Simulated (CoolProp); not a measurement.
Properties of hydrogen sulfide along the isobar 19.8 bar.

Computed with CoolProp (reference Helmholtz-energy equation of state, Lemmon 2006). It is a short technical equation, of lower accuracy than the large ones.

| T (K) | phase | cp (kJ/(kg K)) | cv (kJ/(kg K)) |
|---|---|---|---|
| 318.7 | gas | 1.305 | 0.8519 |
| 339.3 | gas | ? | ? |
| 360 | gas | 1.189 | 0.8280 |
| 380.6 | gas | 1.164 | 0.8263 |
| 401.2 | gas | 1.149 | 0.8281 |
| 421.9 | gas | ? | 0.8323 |
| 442.5 | gas | 1.137 | 0.8381 |
| 463.1 | gas | 1.137 | 0.8451 |
| 483.8 | gas | 1.139 | ? |
| 504.4 | gas | 1.142 | 0.8615 |
| 525 | gas | 1.147 | 0.8706 |
| 545.7 | gas | 1.153 | 0.8802 |
| 566.3 | gas | 1.160 | ? |
| 586.9 | gas | 1.168 | 0.9001 |
| 607.6 | gas | 1.176 | 0.9105 |

Problem. Some entries are withheld; supply them.

Solution. 
- 339.3, cp (kJ/(kg K)): 1.231
- 339.3, cv (kJ/(kg K)): 0.8351
- 421.9, cp (kJ/(kg K)): 1.141
- 483.8, cv (kJ/(kg K)): 0.8530
- 566.3, cv (kJ/(kg K)): 0.8900
